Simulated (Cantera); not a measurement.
**Low-pressure radical oxidation in H2/O2**

An isothermal, constant-pressure homogeneous reactor starts with H2 : O2 = 0.019 : 1 (molar parts), equivalence ratio 0.0095, at 1275 K and 10.00 Torr.

Computed with Cantera and the H2/O2 subset of GRI-Mech 3.0, which has no nitrogen chemistry. Radical loss at walls, strong at low pressure, is not modelled.

```tsv
t (s)	x H2	x O2	x O	x H2O2	x OH	x H2O
0.000600	0.0186	0.981	1.37e-7	3.11e-11	1.04e-7	1.26e-7
0.00135	0.0186	0.981	3.10e-6	1.53e-10	2.31e-6	3.59e-6
0.00303	0.0153	0.978	0.00206	2.09e-8	0.00138	0.00247
0.00682	0.000160	0.965	0.0151	3.18e-8	0.00184	0.0170
0.0153	0.000128	0.966	0.0143	2.92e-8	0.00171	0.0171
0.0345	0.000113	0.968	0.0125	2.87e-8	0.00161	0.0173
0.0775	8.65e-5	0.971	0.00945	2.76e-8	0.00141	0.0176
0.174	5.20e-5	0.975	0.00558	2.48e-8	0.00109	0.0180
0.391	2.24e-5	0.978	0.00237	1.94e-8	0.000721	0.0184
0.880	7.09e-6	0.980	0.000745	1.21e-8	0.000406	0.0186
1.98	1.88e-6	0.981	0.000197	6.00e-9	0.000210	0.0187
4.45	4.87e-7	0.981	5.11e-5	2.47e-9	0.000107	0.0188
10.0	1.36e-7	0.981	1.43e-5	9.35e-10	5.67e-5	0.0188
```
x: mole fraction; the columns are a selection and need not sum to one.

Equilibrium at this temperature and pressure: H2 9.14e-9, O2 0.981, O 9.64e-7, H2O2 9.71e-11, OH 1.47e-5, H2O 0.0188 (gas phase only).
